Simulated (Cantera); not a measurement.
A closed system holds: 1 mol SiF4, a varied amount of NH3, 0.17 mol H2, at 10.0 mbar.

Cantera equilibrium calculation (NASA polynomials, part measured and part estimated; ideal gas, pure solids and liquids). Candidate condensed phases: Si, Si3N4; 37 gas species. The tables' values for SiF2, SiF3 are old estimates. Equilibrium is a limit: real reactors are often held back by kinetics, nucleation or transport.

What condenses at these points (T in °C, n(NH3) in mol): (925, 1.4); (1525, 0.93); (725, 0.62); (1625, 0.76); (1225, 0.28)?


```csv
T (°C),n(NH3) in mol,condensed phases,Si condensed (%)
925,1.4,Si3N4,0.0
1525,0.93,gas only,0.0
725,0.62,Si3N4,0.0
1625,0.76,gas only,0.0
1225,0.28,gas only,0.0
```
